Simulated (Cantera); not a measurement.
Charge: 1 mol Cu2O, 1.9 mol C, 3.4 mol H2, equilibrated at 1 atm.

Method: chemical equilibrium by Gibbs-energy minimisation in Cantera with the NASA 1993 tables (ideal gas, pure condensed phases). Candidate condensed phases: C, C6H6, C7H8, C8H18, Cu, CuO, Cu(OH)2, Cu2O, H2O; 113 gas species. The numbers say what is thermodynamically allowed, not how fast it happens.

x: gas mole fraction; n: condensed amount in mol.

| T (K) | x H2 | x CO | x CH4 | x H2O | n C(graphite) | n Cu(s) | n Cu(l) |
|---|---|---|---|---|---|---|---|
| 1048 | 0.734 | 0.198 | 0.0319 | 0.0275 | 0.918 | 2.00 | 0 |
| 1123 | 0.752 | 0.218 | 0.0168 | 0.0109 | 0.887 | 2.00 | 0 |
| 1198 | 0.761 | 0.224 | ? | ? | 0.883 | 2.00 | 0 |
| 1273 | 0.766 | 0.226 | 0.00558 | 0.00209 | 0.886 | 2.00 | 0 |
| 1348 | 0.768 | 0.227 | 0.00349 | 0.00103 | 0.890 | 2.00 | 0 |
| 1423 | 0.770 | 0.227 | ? | ? | 0.893 | 0 | 2.00 |
| 1498 | 0.771 | 0.227 | 0.00156 | 0.000309 | 0.895 | 0 | 2.00 |
| 1573 | 0.771 | 0.227 | 0.00111 | 0.000185 | 0.896 | 0 | 2.00 |
| 1648 | 0.772 | 0.227 | 0.000808 | 0.000116 | 0.897 | 0 | 2.00 |
| 1723 | 0.772 | 0.227 | 0.000607 | 7.55e-5 | 0.897 | 0 | 2.00 |
| 1798 | 0.771 | 0.227 | 0.000467 | 5.11e-5 | 0.897 | 0 | 2.00 |
| 1873 | 0.771 | 0.227 | 0.000367 | 3.57e-5 | 0.896 | 0 | 1.99 |
| 1948 | 0.769 | 0.227 | 0.000293 | 2.56e-5 | 0.895 | 0 | 1.99 |

### Question
Some entries are withheld; supply them.

### Answer

- 1423, x CH4: 0.00229
- 1423, x H2O: 0.000547
- 1198, x CH4: 0.00941
- 1198, x H2O: 0.00459
